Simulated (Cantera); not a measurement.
Feed: 1 mol SiHCl3, 3.8 mol N2, 37 mol H2, held at 0.133 bar.

Method: chemical equilibrium by Gibbs-energy minimisation in Cantera with the NASA 1993 tables (ideal gas, pure condensed phases). Candidate condensed phases: NH4Cl, Si, Si3N4; 28 gas species. N2 is the only nitrogen source here; it is nearly inert below about 1500 K, so the nitride shown seldom forms there in practice. Equilibrium is a limit: real reactors are often held back by kinetics, nucleation or transport.

Over these rows the condensed part is Si3N4(s). Partial pressures as log10 of bar:

```
T (K)  1000/T (1/K)  log p SiCl2  log p H2  log p N2  log p HCl
-----  ------------  -----------  --------  --------  ---------
1025         0.9756        -8.39     -0.94     -2.00      -2.02
1125         0.8889        -7.19     -0.94     -2.00      -2.02
1225         0.8163            ?     -0.94     -2.00      -2.02
1325         0.7547        -5.35     -0.94     -2.00      -2.02
1425         0.7018        -4.63     -0.94     -2.00      -2.03
1525         0.6557        -4.02     -0.94     -2.00      -2.03
```

Problem. Fit log p(SiCl2) = a + b·(1000/T) to the five rows, give the apparent enthalpy, and predict the row at 1225 K.

Solution. Means: 1000/T = 0.7953, log p = -5.916. Sxy = -0.973211, Sxx = 0.0711478, so b = -13.68 and a = -5.916 − (-13.68)×0.7953 = 4.96.
Apparent enthalpy: −19.145 × (-13.68) = 262 kJ/mol. With the condensed phases at unit activity, 1/3 Si3N4(s) + 2 HCl(g) = SiCl2(g) + H2(g) + 2/3 N2(g) links this pressure to the main gases: over the six rows their terms move log p by -0.02 in all, so the slope is close to that reaction's ΔH°. The five rows lie within 0.01 of the line.
Prediction at 1225 K: 4.96 + (-13.68)×0.8163 = -6.21. The computed value is -6.19, 0.02 from the line.
